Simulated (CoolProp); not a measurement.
Ethylbenzene along the isobar 0.929 MPa: fugacity coefficient from the reference equation and from simpler models built on Tc = 344.0 °C, pc = 3.622 MPa, ω = 0.304; each cubic takes its own stable root.

Model: reference Helmholtz-energy equation of state, Zhou 2012, in CoolProp.

| T (°C) | phase | reference |
|---|---|---|
| 153.35 | liquid | 0.1648 |
| 159.15 | liquid | 0.1882 |
| 165.05 | liquid | 0.2143 |
| 170.95 | liquid | 0.2429 |
| 176.85 | liquid | 0.2742 |
| 182.65 | liquid | 0.3075 |
| 188.55 | liquid | 0.3442 |
| 194.45 | liquid | 0.3838 |
| 200.35 | liquid | 0.4263 |
| 206.15 | liquid | 0.4710 |

Task: How far does each simpler model (van der Waals, Soave-Redlich-Kwong) lie from the reference over these 10 states: mean and median of the absolute difference, and the worst?

Result: 
- van der Waals: mean 183.8 %, median 185.8 %, worst +292.2 % at 153.35 °C and 0.929 MPa
- Soave-Redlich-Kwong: mean 2.2 %, median 2.2 %, worst +2.8 % at 206.15 °C and 0.929 MPa

At some of these states van der Waals gives the other phase, because its saturation line lies elsewhere.
